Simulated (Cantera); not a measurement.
Charge: 1 mol SiC, 4.8 mol N2O, 460 mol H2, at 1.30 mbar.

These are equilibrium values from Cantera (NASA tables, ideal gas, pure condensed phases), not measurements of a reactor. Candidate condensed phases: C, C6H6, C7H8, C8H18, H2O, Si, SiC, SiO2, Si2N2O, Si3N4; 151 gas species. The tables hold silica as quartz up to 1696 K and as liquid above; real silica turns to tridymite and cristobalite and melts near 1996 K. Rates play no part. All values below are at 1252 °C.

Base state: H2 0.982, N2 0.0103, H2O 0.00445, CO 0.00214, H 0.000650, SiO 0.000592 (mole fractions); condensed: SiO2(β-quartz).

**Question.** What changes in the equilibrium state with this change: SiC replaced by Si?

**Answer.** 
| species | before | after |
|---|---|---|
| H2 | 0.982 | 0.982 |
| N2 | 0.0103 | 0.0103 |
| H2O | 0.00445 | 0.00643 |
| CO | 0.00214 | 0 |
| SiO | 0.000592 | 0.000410 |
| H | 0.000650 | 0.000650 |
| SiO2(β-quartz), mol | 0.724 | 0.809 |
